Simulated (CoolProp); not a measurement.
A closed Brayton cycle with dry air: compressor inlet 332.15 K and 0.15 MPa, high pressure 0.486 MPa, turbine inlet 910 K, compressor efficiency 0.8, turbine efficiency 0.9, recuperator effectiveness 0.8 (on enthalpy, no pinch check). Each further row changes one setting.

Computed with CoolProp (reference Helmholtz-energy equation of state, Lemmon 2000). It is a pseudo-pure fit of the blend.

```tsv
case	thermal efficiency (%)	net work (kJ/kg)	compressor to turbine work	compressor exit (K)	turbine exit (K)
as stated	25.7	71.9	0.70	496.0	693.2
turbine inlet 860 K	22.7	58.5	0.74	496.0	653.5
compressor inlet 342.15 K	24.2	66.9	0.72	510.6	693.2
high pressure 0.413 MPa	26.6	69.6	0.67	470.2	719.9
recuperator effectiveness 0.5	21.0	71.9	0.70	496.0	693.2
```
